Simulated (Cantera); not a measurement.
# Carbon deposition, reforming and gasification: n-butane + NH3 + N2

Charge: 1 mol n-butane, 0.26 mol NH3, 7.8 mol N2, equilibrated at 600 K.

These are equilibrium values from Cantera (NASA tables, ideal gas, pure condensed phases), not measurements of a reactor. Candidate condensed phases: C, C6H6, C7H8, C8H18; 92 gas species. The ideal-gas law is rough above about 30 bar. Rates play no part.

```tsv
P (Pa)	x N2	x H2	x CH4	x NH3	x C2H6	x C3H8	n C(graphite)
10	0.596	0.402	0.00153	8.20e-7	3.40e-12	<1e-12	3.98
100	0.604	0.383	0.0138	7.65e-6	2.93e-10	<1e-12	3.82
1000	0.641	0.284	0.0759	5.03e-5	1.19e-8	<1e-12	3.06
10000	0.696	0.134	0.170	0.000170	1.26e-7	<1e-12	2.07
100000	0.728	0.0486	0.223	0.000381	6.00e-7	1.46e-11	1.57
1000000	0.740	0.0161	0.243	0.000728	2.16e-6	1.73e-10	1.40
10000000	0.744	0.00514	0.250	0.00132	7.11e-6	1.83e-9	1.34
```
x: gas mole fraction; n: condensed amount in mol.

From 10.0 Pa to 1.00e7 Pa the condensed part is C(graphite). The main C-bearing gas is CH4 throughout. The share of C in condensed phases is highest at 10.0 Pa (99.5 %) and lowest at 1.00e7 Pa (33.6 %).
